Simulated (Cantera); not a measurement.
Feed: 1 mol Ta, 0.17 mol H2O, 1.7 mol H2, at 7.50 Torr.

Method: chemical equilibrium by Gibbs-energy minimisation in Cantera with the NASA 1993 tables (ideal gas, pure condensed phases). Candidate condensed phases: H2O, Ta, Ta2O5; 12 gas species. Mutual solubility and eutectic melting of coexisting phases are not modelled. Condensed phases not in the tables: N, O or C dissolved in the metal. Rates play no part.

**Question.** At 1377 °C, list the 3 most abundant gas species with their mole fractions, and the condensed phases.

**Answer.** H2 0.999, H 0.000908, H2O 0.000280. Condensed: Ta(s) + Ta2O5(s).
